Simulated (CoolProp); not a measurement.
Properties of sulfur dioxide along the isobar 10.6 MPa (Tc = 430.6 K, pc = 7.887 MPa, ω = 0.256).

Model: reference Helmholtz-energy equation of state, Gao 2016, in CoolProp.

| T (K) | phase | expansivity (1/kK) | fugacity coefficient |
|---|---|---|---|
| 358.8 | liquid | 2.748 | 0.1868 |
| 371.6 | liquid | 3.103 | 0.2352 |
| 384.3 | liquid | 3.591 | 0.2890 |
| 397.1 | liquid | 4.313 | 0.3484 |
| 409.9 | liquid | 5.482 | 0.4117 |
| 422.7 | liquid | 7.727 | 0.4777 |
| 435.5 | supercritical | 13.93 | 0.5438 |
| 448.3 | supercritical | 42.63 | 0.6052 |
| 461.1 | supercritical | 22.62 | 0.6519 |
| 473.9 | supercritical | 12.55 | 0.6878 |
| 486.6 | supercritical | 8.830 | 0.7178 |
| 499.4 | supercritical | 6.900 | 0.7441 |
| 512.2 | supercritical | 5.722 | 0.7672 |
| 525 | supercritical | 4.925 | 0.7879 |
